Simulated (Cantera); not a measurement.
An adiabatic, constant-volume homogeneous reactor starts with 4.56 % CH4, 0.775 % CO, 19.9 % O2, 74.7 % N2, equivalence ratio 0.48, at 1823 K and 3750 Torr.

Model: GRI-Mech 3.0 (53 species, 325 reactions), integrated in Cantera.

### Question
Predict: time of steepest temperature rise; temperature at 6.00 s; equilibrium temperature; x(CO) at 6.00 s; x(O2) at 6.00 s; x(HO2) at 6.00 s; x(H2) at 6.00 s.

### Answer
```json
{
  "time_of_steepest_temperature_rise": "21.9 µs",
  "temperature at 6.00 s": "2793 K",
  "equilibrium_temperature": "2793 K",
  "x(CO) at 6.00 s": "0.00796 (gas-phase equilibrium 0.00796)",
  "x(O2) at 6.00 s": "0.0905 (gas-phase equilibrium 0.0905)",
  "x(HO2) at 6.00 s": "2.25e-5 (gas-phase equilibrium 2.25e-5)",
  "x(H2) at 6.00 s": "0.00205 (gas-phase equilibrium 0.00205)"
}
```
